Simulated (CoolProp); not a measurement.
Properties of n-octane along the isotherm 552.6 K.

Model: reference Helmholtz-energy equation of state, Beckmüller 2019, in CoolProp.

```json
[
 {"p (kPa)": "3.93", "phase": "gas", "cp (kJ/(kg K))": "2.703", "viscosity (µPa s)": "10.4", "fugacity coefficient": "0.9994"},
 {"p (kPa)": "7.44", "phase": "gas", "cp (kJ/(kg K))": "2.703", "viscosity (µPa s)": "10.4", "fugacity coefficient": "0.9988"},
 {"p (kPa)": "14.1", "phase": "gas", "cp (kJ/(kg K))": "2.704", "viscosity (µPa s)": "10.4", "fugacity coefficient": "0.9977"},
 {"p (kPa)": "26.8", "phase": "gas", "cp (kJ/(kg K))": "2.705", "viscosity (µPa s)": "10.4", "fugacity coefficient": "0.9957"},
 {"p (kPa)": "50.7", "phase": "gas", "cp (kJ/(kg K))": "2.708", "viscosity (µPa s)": "10.4", "fugacity coefficient": "0.9918"},
 {"p (kPa)": "96.1", "phase": "gas", "cp (kJ/(kg K))": "2.713", "viscosity (µPa s)": "10.4", "fugacity coefficient": "0.9845"},
 {"p (kPa)": "182", "phase": "gas", "cp (kJ/(kg K))": "2.723", "viscosity (µPa s)": "10.4", "fugacity coefficient": "0.9707"},
 {"p (kPa)": "346", "phase": "gas", "cp (kJ/(kg K))": "2.744", "viscosity (µPa s)": "10.5", "fugacity coefficient": "0.9446"},
 {"p (kPa)": "655", "phase": "gas", "cp (kJ/(kg K))": "2.794", "viscosity (µPa s)": "10.6", "fugacity coefficient": "0.8960"},
 {"p (kPa)": "1240", "phase": "gas", "cp (kJ/(kg K))": "2.967", "viscosity (µPa s)": "11.3", "fugacity coefficient": "0.8054"}
]
```

Viscosity comes from a separate model (Huber 2004).
